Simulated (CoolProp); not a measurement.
Vapour-liquid equilibrium of n-butane (1) + cyclohexane (2) at 319 kPa; x and y are mole fractions of (1).

The numbers come from the multi-fluid Helmholtz-energy mixture model, Bücker 2006 and Zhou 2014; pair parameters Bell 2016 in CoolProp.

Q: Give the bubble temperature and the first vapour's composition at x = 0.2, 0.5, 0.8. Is there an azeotrope?

A: x = 0.2: 364.4 K, y = 0.636; x = 0.5: 331.7 K, y = 0.917; x = 0.8: 314.8 K, y = 0.981. No azeotrope shows between x = 0.05 and 0.95.

The pair parameters rest on a limited set of measurements; away from them the model extrapolates.
